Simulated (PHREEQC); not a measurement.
PHREEQC input (ion-association model, wateq4f.dat):

```
SOLUTION_MASTER_SPECIES
  An  An-  0  An  62.0  # stands for a non-complexing anion
SOLUTION_SPECIES
  An- = An-
    -log_k 0
    -gamma 3.0 0
PHASES
  Fix_H+
    H+ = H+
    -log_k 0
SOLUTION 1
  temp 25
  units mmol/kgw
  pH 7 charge
  F 0.00015
  Na 1.00015
  Cl 0.176
  Mn(2) 0.088
  An 1
END
SELECTED_OUTPUT 1
  -reset false
  -pH true
  -pe true
  -ionic_strength true
  -water true
  -totals Cl F Mn Na Mn(2) Mn(3) Mn(6) Mn(7)
  -molalities Hfo_wOH Hfo_wOH2+ Hfo_wO- Hfo_sOH Hfo_sOH2+ Hfo_sO- Hfo_sOMn+ Hfo_wOMn+ Hfo_wF Hfo_wOHF-
  -saturation_indices Pyrochroite Halite
USER_PUNCH 1
  -headings sigma psi
  10 PUNCH EDL("sigma", "Hfo"), EDL("psi", "Hfo")
PRINT
  -reset false
USE solution 1
SURFACE 1
  Hfo_wOH 0.00012809 600 0.057
  Hfo_sOH 3.20225e-06
EQUILIBRIUM_PHASES 1
  Fix_H+ -3 HAn 10
    -force_equality true
END
# ... the last block is repeated for the other 16 points of pH, with NaOH or the acid as the point needs
```

Selected output (columns that matter, 13 of 17 rows; pH added in front):

```
pH	mu	F	Mn	Na	m_Hfo_wOH	m_Hfo_wOH2+	m_Hfo_wO-	m_Hfo_sOH	m_Hfo_sOH2+	m_Hfo_sO-	si_Pyrochroite	si_Halite	sigma	psi
3	0.002361	1.1309e-08	8.8e-05	0.0010001	3.7831e-05	8.9755e-05	3.653e-07	9.4681e-07	2.2463e-06	9.1424e-09	-13.346	-8.3831	0.25836	0.23158
3.38	0.0017347	8.7746e-09	8.8e-05	0.0010001	5.6985e-05	6.9899e-05	1.0643e-06	1.4262e-06	1.7494e-06	2.6636e-08	-12.574	-8.3768	0.19885	0.22605
4.12	0.0013632	1.3079e-08	8.8e-05	0.0010001	8.1306e-05	4.3137e-05	3.5107e-06	2.0346e-06	1.0795e-06	8.7854e-08	-11.086	-8.3725	0.11431	0.20381
4.5	0.0013119	2.0328e-08	8.7999e-05	0.0010001	8.8311e-05	3.4466e-05	5.1837e-06	2.2091e-06	8.6216e-07	1.2967e-07	-10.325	-8.3718	0.084396	0.18922
4.88	0.0012886	3.322e-08	8.7994e-05	0.0010001	9.2769e-05	2.8217e-05	6.9869e-06	2.3168e-06	7.0471e-07	1.7449e-07	-9.5642	-8.3715	0.061139	0.17314
5.62	0.0012716	7.8438e-08	8.7862e-05	0.0010001	9.6855e-05	2.0854e-05	1.0305e-05	2.322e-06	4.9996e-07	2.4706e-07	-8.0845	-8.3713	0.030688	0.13824
6	0.001267	1.0489e-07	8.7398e-05	0.0010001	9.7693e-05	1.853e-05	1.1799e-05	2.0017e-06	3.7967e-07	2.4176e-07	-7.3267	-8.3712	0.020964	0.11902
6.38	0.0012616	1.2497e-07	8.6195e-05	0.0010001	9.8087e-05	1.6533e-05	1.3331e-05	1.1586e-06	1.9528e-07	1.5746e-07	-6.5726	-8.3712	0.014169	0.099575
7.12	0.0012574	1.4369e-07	8.2348e-05	0.0010093	9.6194e-05	1.2949e-05	1.6371e-05	9.1665e-08	1.2339e-08	1.56e-08	-5.1124	-8.3671	0.0062675	0.061577
7.5	0.0012509	1.4675e-07	7.5358e-05	0.0010243	8.9366e-05	9.0639e-06	2.0185e-05	2.3764e-08	2.4102e-09	5.3676e-09	-4.3909	-8.3606	0.004274	0.04637
7.88	0.0012391	1.4813e-07	6.2887e-05	0.0010501	7.3487e-05	4.3702e-06	2.8309e-05	8.4939e-09	5.0512e-10	3.272e-09	-3.7096	-8.3497	0.0032996	0.037606
8.62	0.0012184	1.4942e-07	3.8718e-05	0.0011026	3.2589e-05	4.9734e-07	4.892e-05	1.7962e-09	2.7412e-11	2.6964e-09	-2.4431	-8.3282	0.002415	0.028774
9	0.0012164	1.4972e-07	3.0976e-05	0.0011245	1.774e-05	1.2783e-07	5.6397e-05	8.3742e-10	6.0344e-12	2.6622e-09	-1.7857	-8.3196	0.0021217	0.025574
```

Species that the database lacks are ignored. The oxide is taken as insoluble; below pH 4 it would dissolve.
